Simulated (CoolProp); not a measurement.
A single-stage vapour-compression cycle with n-perfluoropentane: evaporating at 271.15 K (dew point), condensing at 303.15 K (bubble point), superheat 5 K, subcooling 5 K, compressor efficiency 0.75, no pressure losses. Each further row changes one setting.

Computed with CoolProp (reference Helmholtz-energy equation of state, Gao 2022).

```csv
case,cooling COP,pressure ratio,discharge temperature (K),refrigerating effect (kJ/kg),volumetric capacity (kJ/m³)
as stated,5.48,3.81,303.2,75.6,264
evaporating temperature 276.15 K,6.87,3.01,303.2,…,…
condensing temperature 298.15 K,…,…,298.1,80.8,282
subcooling 10 K,5.86,3.81,303.2,80.8,282
superheat 15 K,5.71,3.81,…,…,…
compressor efficiency 0.65,…,3.81,303.2,75.6,264
```

Fill in the missing entries.


- evaporating temperature 276.15 K, refrigerating effect (kJ/kg): 79.3
- evaporating temperature 276.15 K, volumetric capacity (kJ/m³): 345
- condensing temperature 298.15 K, cooling COP: 6.77
- condensing temperature 298.15 K, pressure ratio: 3.16
- superheat 15 K, discharge temperature (K): 305.9
- superheat 15 K, refrigerating effect (kJ/kg): 83.4
- superheat 15 K, volumetric capacity (kJ/m³): 280
- compressor efficiency 0.65, cooling COP: 4.75

The compression ends wet for: as stated; evaporating temperature 276.15 K; condensing temperature 298.15 K; subcooling 10 K; compressor efficiency 0.65.
